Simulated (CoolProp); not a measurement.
Properties of dimethyl ether along the isobar 0.607 MPa (Tc = 127.2 °C, pc = 5.337 MPa, ω = 0.196).

Values from CoolProp's reference Helmholtz-energy equation of state, Wu 2011.

```tsv
T (°C)	phase	Z	cv (kJ/(kg K))	speed of sound (m/s)	Joule-Thomson coefficient (K/MPa)	expansivity (1/kK)
39.45	gas	0.8992	1.393	234.2	___	4.621
67.35	gas	0.9271	1.434	248.8	15.91	3.778
95.25	gas	0.9448	___	261.5	12.06	3.260
123.15	gas	0.9569	___	273.0	9.475	2.901
151.05	gas	0.9656	___	283.6	7.669	2.632
178.95	gas	0.9720	1.719	293.6	6.355	2.419
206.95	gas	0.9770	1.797	303.1	5.363	2.243
234.85	gas	0.9809	___	312.2	4.598	2.095
```

Question: What belongs in the gaps?

Answer: 
- 39.45, Joule-Thomson coefficient (K/MPa): 21.92
- 95.25, cv (kJ/(kg K)): 1.494
- 123.15, cv (kJ/(kg K)): 1.565
- 151.05, cv (kJ/(kg K)): 1.641
- 234.85, cv (kJ/(kg K)): 1.874
